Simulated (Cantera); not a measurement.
What does this Cantera script print?

```python
import numpy as np
import cantera as ct

gas = ct.Solution("gri30.yaml", transport_model="multicomponent")
show = ['NH3', 'CH3', 'N2']

rows = []
print(f"{'T/K':>7s}{'rho':>11s}{'cp':>10s}{'mu':>11s}{'lambda':>11s}{'Pr':>7s}" + "".join(f"{'D_' + s:>11s}" for s in show))
for T in [400, 550, 700, 850, 1000, 1150, 1300, 1450, 1600]:
    gas.TPX = T, 7900, {'O2': 0.52}
    Pr = gas.cp_mass * gas.viscosity / gas.thermal_conductivity
    D = [gas.mix_diff_coeffs_mole[gas.species_index(s)] for s in show]
    rows.append([gas.density, gas.cp_mass, gas.viscosity, gas.thermal_conductivity, Pr, *D])
    print(f"{T:7g}{gas.density:11.4e}{gas.cp_mass:10.1f}{gas.viscosity:11.4e}"
          f"{gas.thermal_conductivity:11.4e}{Pr:7.3f}" + "".join(f"{d:11.4e}" for d in D))
print("SI units: kg/m3, J/kg/K, Pa s, W/m/K, m2/s")
```

Output:

```
    T/K        rho        cp         mu     lambda     Pr      D_NH3      D_CH3       D_N2
    400 7.6007e-02     941.4 2.5629e-05 3.3889e-02  0.712 4.9425e-04 4.8550e-04 4.4294e-04
    550 5.5278e-02     987.2 3.2102e-05 4.4601e-02  0.711 8.9038e-04 8.4399e-04 7.6467e-04
    700 4.3433e-02    1031.1 3.7824e-05 5.4934e-02  0.710 1.3724e-03 1.2737e-03 1.1497e-03
    850 3.5768e-02    1064.7 4.3049e-05 6.4608e-02  0.709 1.9312e-03 1.7683e-03 1.5927e-03
   1000 3.0403e-02    1090.2 4.7912e-05 7.3669e-02  0.709 2.5604e-03 2.3232e-03 2.0897e-03
   1150 2.6437e-02    1108.6 5.2496e-05 8.2135e-02  0.709 3.2552e-03 2.9351e-03 2.6376e-03
   1300 2.3387e-02    1124.6 5.6858e-05 9.0286e-02  0.708 4.0119e-03 3.6011e-03 3.2341e-03
   1450 2.0968e-02    1138.7 6.1035e-05 9.8172e-02  0.708 4.8275e-03 4.3190e-03 3.8772e-03
   1600 1.9002e-02    1151.4 6.5055e-05 1.0584e-01  0.708 5.6997e-03 5.0869e-03 4.5651e-03
SI units: kg/m3, J/kg/K, Pa s, W/m/K, m2/s
```

Cantera simulation using GRI-Mech 3.0 (53 species, 325 reactions); the numbers are that mechanism's predictions, not measurements.
